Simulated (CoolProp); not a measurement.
CH2F2 (R32) along the isobar 45.2 bar: fugacity coefficient from the reference equation and from simpler models built on Tc = 351.3 K, pc = 57.83 bar, ω = 0.277; each cubic takes its own stable root.

Model: reference Helmholtz-energy equation of state, Tillner-Roth 1997, in CoolProp.

```
T (K)   phase  reference
-----  ------  ---------
249.2  liquid    0.07748
262.5  liquid     0.1221
275.8  liquid     0.1816
289    liquid     0.2564
302.3  liquid     0.3479
315.6  liquid     0.4543
328.8  liquid     0.5721
342.1     gas     0.6831
355.4     gas     0.7262
368.6     gas     0.7603
381.9     gas     0.7890
395.2     gas     0.8134
408.5     gas     0.8344
421.7     gas     0.8525
435       gas     0.8684
```

Question: How far does each simpler model (van der Waals, Redlich-Kwong, Soave-Redlich-Kwong, Peng-Robinson) lie from the reference over these 15 states: mean and median of the absolute difference, and the worst?

Answer: 
- van der Waals: mean 52.5 %, median 9.9 %, worst +249.3 % at 249.2 K and 45.2 bar
- Redlich-Kwong: mean 17.8 %, median 5.4 %, worst +65.8 % at 249.2 K and 45.2 bar
- Soave-Redlich-Kwong: mean 4.8 %, median 4.7 %, worst +7.9 % at 302.3 K and 45.2 bar
- Peng-Robinson: mean 2.1 %, median 1.7 %, worst +4.5 % at 289 K and 45.2 bar
